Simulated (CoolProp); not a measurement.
Vapour-liquid equilibrium of R125 (1) + R134a (2) at 23.6 kPa; x and y are mole fractions of (1).

Values from CoolProp's multi-fluid Helmholtz-energy mixture model, Lemmon 2005 and Tillner-Roth 1994; pair parameters Lemmon 2004.

```
x      bubble temperature (°C)  y at the bubble point  dew temperature at overall composition x (°C)  liquid density (mol/L)
-----  -----------------------  ---------------------  ---------------------------------------------  ----------------------
0.05                     -55.6                  0.150                                          -54.3                   14.25
0.125                    -58.0                  0.327                                          -55.2                   14.20
0.2                      -60.2                  0.463                                          -56.2                   14.15
0.275                    -62.1                  0.570                                          -57.3                   14.09
0.35                     -63.8                  0.656                                          -58.4                   14.03
0.425                    -65.4                  0.725                                          -59.5                   13.96
0.5                      -66.8                  0.783                                          -60.8                   13.88
0.575                    -68.1                  0.830                                          -62.2                   13.81
0.65                     -69.2                  0.871                                          -63.7                   13.73
0.725                    -70.3                  0.906                                          -65.4                   13.65
0.8                      -71.4                  0.936                                          -67.2                   13.57
0.875                    -72.3                  0.962                                          -69.4                   13.49
0.95                     -73.2                  0.986                                          -71.9                   13.41
```

No azeotrope shows between x = 0.05 and 0.95.

Pair parameters are fitted to limited data, so mixtures are less certain than the pure fluids.
